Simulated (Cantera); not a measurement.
Input: 1 mol SiCl4, 1.8 mol Cl2, a varied amount of H2, at 873.15 K and 180000 Pa.

Cantera equilibrium calculation (NASA polynomials, part measured and part estimated; ideal gas, pure solids and liquids). Candidate condensed phases: Si; 19 gas species. Rates play no part.

At 5 mol H2, list the 4 most abundant gas species with their mole fractions, and the condensed phases.

HCl 0.462, H2 0.410, SiCl4 0.128, SiHCl3 0.000244. Condensed: gas only.
